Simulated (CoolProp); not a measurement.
CH2F2 (R32) along the isotherm 161.85 °C: Z from the reference equation and from simpler models built on Tc = 78.1 °C, pc = 5.783 MPa, ω = 0.277; each cubic takes its own stable root.

Values from CoolProp's reference Helmholtz-energy equation of state, Tillner-Roth 1997.

| p (MPa) | phase | reference | Pitzer virial | van der Waals | Redlich-Kwong | Soave-Redlich-Kwong | Peng-Robinson |
|---|---|---|---|---|---|---|---|
| 0.193 | gas | 0.9941 | 0.9947 | 0.9942 | 0.9940 | 0.9948 | 0.9938 |
| 0.386 | gas | 0.9881 | 0.9893 | 0.9883 | 0.9879 | 0.9896 | 0.9877 |
| 0.578 | gas | 0.9822 | 0.9840 | 0.9824 | 0.9819 | 0.9845 | 0.9815 |
| 0.771 | gas | 0.9762 | 0.9787 | 0.9764 | 0.9758 | 0.9793 | 0.9753 |
| 0.964 | gas | 0.9702 | 0.9734 | 0.9704 | 0.9696 | 0.9741 | 0.9692 |
| 1.16 | gas | 0.9641 | 0.9680 | 0.9642 | 0.9634 | 0.9688 | 0.9629 |
| 1.35 | gas | 0.9581 | 0.9627 | 0.9582 | 0.9573 | 0.9637 | 0.9569 |
| 1.54 | gas | 0.9522 | 0.9575 | 0.9521 | 0.9512 | 0.9585 | 0.9508 |
| 1.73 | gas | 0.9462 | 0.9523 | 0.9460 | 0.9451 | 0.9534 | 0.9448 |
| 1.93 | gas | 0.9399 | 0.9467 | 0.9395 | 0.9386 | 0.9480 | 0.9384 |
| 2.12 | gas | 0.9339 | 0.9415 | 0.9332 | 0.9324 | 0.9428 | 0.9324 |
| 2.31 | gas | 0.9279 | 0.9362 | 0.9269 | 0.9263 | 0.9377 | 0.9264 |
| 2.51 | gas | 0.9215 | 0.9307 | 0.9202 | 0.9197 | 0.9323 | 0.9200 |
| 2.7 | gas | 0.9155 | 0.9255 | 0.9138 | 0.9135 | 0.9271 | 0.9140 |
| 2.89 | gas | 0.9094 | 0.9202 | 0.9074 | 0.9072 | 0.9220 | 0.9081 |
